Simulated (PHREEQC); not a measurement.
1 kg of water holding 0.073 mol KOH meets 20 L of dry gas (N2 0.54, O2 0.46 by moles) at fixed total pressure, at 100 °C; fugacities by Peng-Robinson. The gases take part in no redox reaction, some water evaporates into the gas, and hydrates or a liquid gas phase aren't modelled. Nothing may precipitate in this run.

Equilibrium calculation in PHREEQC: ion-association model, phreeqc.dat.

```csv
P (atm),dissolved N2 (mol/kgw),φ of N2,p of N2 (atm),dissolved O2 (mol/kgw),φ of O2
2,0.000244,1.004,0.540,0.000347,1.001
5,0.000969,1.003,2.15,0.00138,0.998
10,0.00217,1.003,4.84,0.00307,0.996
20,0.00454,1.003,10.2,0.00639,0.993
30,0.00687,1.004,15.6,0.00963,0.990
40,0.00916,(withheld),21.0,0.0128,0.988
50,0.0114,(withheld),26.4,0.0158,0.986
75,0.0169,(withheld),39.8,0.0231,0.981
100,0.0222,1.015,53.3,0.0300,0.977
150,0.0322,(withheld),80.2,0.0425,0.971
200,0.0416,1.044,107,0.0537,0.969
300,0.0590,(withheld),161,0.0729,0.973
400,0.0748,1.134,215,0.0889,0.987
```

Q: Complete the blanks.

A: 
- 40, φ of N2: 1.005
- 50, φ of N2: 1.006
- 75, φ of N2: 1.010
- 150, φ of N2: 1.028
- 300, φ of N2: 1.084

Away from 25 °C the constants follow the database's enthalpies or fits; those with neither stay at their 25 °C values.
